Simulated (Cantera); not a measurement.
Pyrogenic steam for wet oxidation

An isothermal, constant-pressure homogeneous reactor starts with 17.7 % H2, 43.1 % O2, 39.2 % N2, at 1350 K and 570 Torr.

Cantera simulation using GRI-Mech 3.0 (53 species, 325 reactions); the numbers are that mechanism's predictions, not measurements. The temperature is held fixed by assumption; the heat of reaction is taken as removed at once.

| t (s) | x H2 | x O2 | x NO | x OH | x H2O |
|---|---|---|---|---|---|
| 4.00e-5 | 0.00401 | 0.369 | 4.20e-6 | 0.00591 | 0.183 |
| 0.000119 | 0.000320 | 0.375 | 4.31e-6 | 0.00140 | 0.193 |
| 0.000356 | 3.24e-5 | 0.376 | 4.28e-6 | 0.000496 | 0.194 |
| 0.00106 | 4.32e-6 | 0.376 | 4.29e-6 | 0.000217 | 0.194 |
| 0.00317 | 8.70e-7 | 0.376 | 4.31e-6 | 0.000108 | 0.194 |
| 0.00948 | 2.40e-7 | 0.376 | 4.32e-6 | 5.88e-5 | 0.194 |
| 0.0283 | 9.71e-8 | 0.376 | 4.32e-6 | 3.71e-5 | 0.194 |
| 0.0844 | 7.50e-8 | 0.376 | 4.31e-6 | 3.19e-5 | 0.194 |
| 0.252 | 7.45e-8 | 0.376 | 4.31e-6 | 3.17e-5 | 0.194 |
| 0.752 | 7.45e-8 | 0.376 | 4.31e-6 | 3.17e-5 | 0.194 |
| 2.24 | 7.45e-8 | 0.376 | 4.31e-6 | 3.17e-5 | 0.194 |
| 6.70 | 7.45e-8 | 0.376 | 4.32e-6 | 3.17e-5 | 0.194 |
| 20.0 | 7.45e-8 | 0.376 | 4.32e-6 | 3.17e-5 | 0.194 |
x: mole fraction; the columns are a selection and need not sum to one.

Equilibrium at this temperature and pressure: H2 7.45e-8, O2 0.376, NO 0.000538, OH 3.17e-5, H2O 0.194 (gas phase only).
